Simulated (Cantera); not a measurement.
Stirred combustor or abatement burner

A perfectly stirred reactor is fed with 6.55 % C2H6, 19.1 % O2, 72.0 % N2, 2.29 % H2O, at 4.93 atm; it is adiabatic with a 573 K inlet, and is followed from long to short residence time, starting on the burning branch (τ in s: 0.19, 0.07, 0.025, 0.009, 0.0033, 0.0012, 0.00042, 0.00015, 5.5e-05).

Cantera simulation using GRI-Mech 3.0 (53 species, 325 reactions); the numbers are that mechanism's predictions, not measurements.

| τ (s) | T (K) | x C2H6 | x O2 | x H2O | x CH2 | x C2H4 |
|---|---|---|---|---|---|---|
| 0.19 | 2340 | 3.61e-8 | 0.000121 | 0.182 | 5.05e-8 | 7.00e-8 |
| 0.070 | 2338 | 9.62e-8 | 0.000159 | 0.182 | 1.29e-7 | 1.86e-7 |
| 0.025 | 2334 | 2.59e-7 | 0.000248 | 0.181 | 3.18e-7 | 4.97e-7 |
| 0.0090 | 2326 | 6.72e-7 | 0.000438 | 0.181 | 7.22e-7 | 1.25e-6 |
| 0.0033 | 2313 | 1.66e-6 | 0.000807 | 0.179 | 1.50e-6 | 2.91e-6 |
| 0.0012 | 2293 | 4.05e-6 | 0.00149 | 0.178 | 3.00e-6 | 6.40e-6 |
| 0.00042 | 2262 | 1.02e-5 | 0.00272 | 0.175 | 6.00e-6 | 1.38e-5 |
| 0.00015 | 2220 | 2.57e-5 | 0.00478 | 0.173 | 1.20e-5 | 2.94e-5 |
| 5.5e-5 | 2163 | 7.04e-5 | 0.00856 | 0.170 | 2.52e-5 | 7.04e-5 |
x: mole fraction; the columns are a selection and need not sum to one.
